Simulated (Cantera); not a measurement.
Input: 1 mol trisilylamine, 2.3 mol N2, 0.47 mol H2, at 1648 K and 10.0 Torr.

These are equilibrium values from Cantera (NASA tables, ideal gas, pure condensed phases), not measurements of a reactor. Candidate condensed phases: Si, Si3N4; 18 gas species. The feed counts by its element totals alone. Equilibrium is a limit: real reactors are often held back by kinetics, nucleation or transport.

Base state: H2 0.861, N2 0.139, H 0.000715 (mole fractions); condensed: Si3N4(s).

Task: What changes in the equilibrium state with this change: temperature from 1648 K to 1873 K?

Result: 
```
species          before     after
-------------  --------  --------
H2                0.861     0.635
N2                0.139     0.359
H              0.000715   0.00446
Si              9.80e-6  0.000661
Si2N            2.72e-7   2.45e-5
SiN             3.05e-7   1.65e-5
SiH             1.93e-6   5.67e-5
SiH2            3.70e-6   3.12e-5
Si3N4(s), mol     1.000         0
Si(l), mol            0      2.99
```
The tables' values for SiN are old estimates; treat these amounts as uncertain. Gases not in the tables: Si2H6 and higher silanes.
